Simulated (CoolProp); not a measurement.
Vapour pressure (kPa) of chlorine: the reference equation beside estimates from Tc = 416.9 K, pc = 7642 kPa, ω = 0.070. Clausius-Clapeyron is anchored at 317.7 K with a constant enthalpy of vaporisation of 16.41 kJ/mol.

Model: reference Helmholtz-energy equation of state, Thol 2021, in CoolProp.

```tsv
T (K)	reference	Lee-Kesler	Clausius-Clapeyron	Redlich-Kwong	Soave-Redlich-Kwong	Peng-Robinson
284.5	525.5	526.9	616.7	537.5	526.3	528.8
289.2	603.7	604.2	690.3	619.3	603.8	605.6
294	692.0	691.4	771.7	711.6	691.5	692.3
298.7	787.4	785.5	857.7	811.3	786.2	785.8
303.5	894.5	891.0	952.1	923.1	892.5	890.8
308.2	1009	1004	1051	1043	1006	1003
312.9	1134	1127	1158	1173	1131	1126
317.7	1273	1263	1273	1317	1269	1262
322.4	1421	1408	1394	1470	1416	1407
327.2	1584	1568	1525	1639	1578	1567
331.9	1756	1736	1661	1816	1749	1736
336.7	1945	1921	1808	2011	1938	1923
341.4	2144	2116	1960	2215	2137	2119
346.2	2362	2329	2124	2438	2354	2334
```

Absolute difference from the reference over all 14 rows, mean and median: Lee-Kesler 0.7 and 0.7 %, Clausius-Clapeyron 7.3 and 6.7 %, Redlich-Kwong 3.2 and 3.3 %, Soave-Redlich-Kwong 0.3 and 0.3 %, Peng-Robinson 0.7 and 0.8 %.
